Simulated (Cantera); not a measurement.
A perfectly stirred reactor is fed with 18.3 % CH3OH, 17.2 % O2, 64.5 % N2, equivalence ratio 1.6, at 1.00 bar; it is adiabatic with a 300 K inlet, and is followed from long to short residence time, starting on the burning branch (τ in s: 0.097, 0.031, 0.0099, 0.0031, 0.001, 0.00032, 0.0001, 3.3e-05, 1e-05, 3.3e-06).

Detailed kinetics in Cantera: GRI-Mech 3.0 (53 species, 325 reactions). GRI-Mech 3.0 was tuned for natural gas; its chemistry of methanol as a main component is partial and can be far from experiment.

Task: Predict: blow-out, bracketed by the residence times tried; x(CH3OH) at τ = 97.0 ms; x(O2) at τ = 97.0 ms; x(HCO) at τ = 97.0 ms; x(HCN) at τ = 97.0 ms; x(O) at τ = 97.0 ms; x(CH3OH) at τ = 0.320 ms; x(O2) at τ = 0.320 ms; x(HCO) at τ = 0.320 ms; x(HCN) at τ = 0.320 ms; x(O) at τ = 0.320 ms.

Result: 
| Item | Value |
|---|---|
| blow-out, bracketed by the residence times tried | burning at 0.320 ms, out at 0.100 ms |
| x(CH3OH) at τ = 97.0 ms | 2.19e-6 |
| x(O2) at τ = 97.0 ms | 6.81e-5 |
| x(HCO) at τ = 97.0 ms | 1.72e-7 |
| x(HCN) at τ = 97.0 ms | 5.05e-7 |
| x(O) at τ = 97.0 ms | 1.27e-5 |
| x(CH3OH) at τ = 0.320 ms | 0.000208 |
| x(O2) at τ = 0.320 ms | 0.00494 |
| x(HCO) at τ = 0.320 ms | 2.08e-5 |
| x(HCN) at τ = 0.320 ms | 1.49e-5 |
| x(O) at τ = 0.320 ms | 0.000283 |
